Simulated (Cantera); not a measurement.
A perfectly stirred reactor is fed with CO : H2 : O2 : N2 : H2O = 1 : 0.048 : 0.97 : 3.65 : 0.49 (molar parts), at 100000 Pa; it is adiabatic with a 550 K inlet, and is followed from long to short residence time, starting on the burning branch (τ in s: 0.1, 0.042, 0.017, 0.0068, 0.0028, 0.0011, 0.00045, 0.00018, 7.4e-05, 3e-05).

Model: GRI-Mech 3.0 (53 species, 325 reactions), integrated in Cantera.

Task: What does this change do: 0.082 parts CO2 added?

Result: 
```tsv
quantity	before	after
blow-out, bracketed by the residence times tried	burning at 0.450 ms, out at 0.180 ms	burning at 0.450 ms, out at 0.180 ms
x(CO) at τ = 0.100 s	0.00162	0.00165
x(H2) at τ = 0.100 s	0.000169	0.000161
x(O2) at τ = 0.100 s	0.0793	0.0782
x(OH) at τ = 0.100 s	0.00177	0.00165
x(NO) at τ = 0.100 s	7.31e-5	5.62e-5
x(CO) at τ = 1.10 ms	0.0212	0.0217
x(H2) at τ = 1.10 ms	0.00196	0.00187
x(O2) at τ = 1.10 ms	0.0867	0.0860
x(OH) at τ = 1.10 ms	0.00462	0.00429
x(NO) at τ = 1.10 ms	1.36e-5	1.18e-5
```
